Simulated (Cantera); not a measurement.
Input (Python, Cantera):

```python
import numpy as np
import cantera as ct

gas = ct.Solution("gri30.yaml")


def delay(T, t_max=10):
    gas.TPX = T, 2600000, {'H2': 1, 'O2': 0.385, 'N2': 1.45}
    reactor = ct.IdealGasConstPressureReactor(gas, clone=False)
    net = ct.ReactorNet([reactor])
    net.rtol, net.atol = 1e-8, 1e-16
    while net.time < t_max:
        t_old, T_old = net.time, reactor.T
        net.step()
        if reactor.T > T + 400:  # ignition: a rise of 400 K
            return t_old + (T + 400 - T_old) / (reactor.T - T_old) * (net.time - t_old)
    return np.nan


taus = []
for T in [1198, 1248, 1298, 1348, 1398, 1448, 1498, 1548, 1598, 1648]:
    taus.append(delay(T))
    print(f"T0 = {T:6g} K   tau = {taus[-1]:.4e} s")
```

Result:

```
T0 =   1198 K   tau = 1.0822e-04 s
T0 =   1248 K   tau = 4.5026e-05 s
T0 =   1298 K   tau = 1.8130e-05 s
T0 =   1348 K   tau = 6.7693e-06 s
T0 =   1398 K   tau = 2.5183e-06 s
T0 =   1448 K   tau = 1.2586e-06 s
T0 =   1498 K   tau = 8.1574e-07 s
T0 =   1548 K   tau = 5.9930e-07 s
T0 =   1598 K   tau = 4.7127e-07 s
T0 =   1648 K   tau = 3.8671e-07 s
```

Model: GRI-Mech 3.0 (53 species, 325 reactions), integrated in Cantera. The hydrogen kinetics of GRI-Mech 3.0 are dated; newer H2 mechanisms differ, most at raised pressure. The pressure lies above the range GRI-Mech 3.0 was tuned for (to about 10 atm). Where the delays flatten at high temperature, the 400 K rule measures the pace of heat release, not the induction time.
